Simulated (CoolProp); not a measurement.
Propyne at 293.15 K and 0.302 MPa is throttled through a valve to 0.0473 MPa with no heat exchange. Each further row changes one setting.

The numbers come from the reference Helmholtz-energy equation of state, Polt 1992 in CoolProp. This equation is an older, rougher fit.

| case | temperature change (K) | final density (kg/m³) |
|---|---|---|
| as stated | -6.8 | 0.803 |
| outlet pressure 0.0142 MPa | -7.7 | 0.240 |
| outlet pressure 0.0615 MPa | -6.4 | 1.05 |
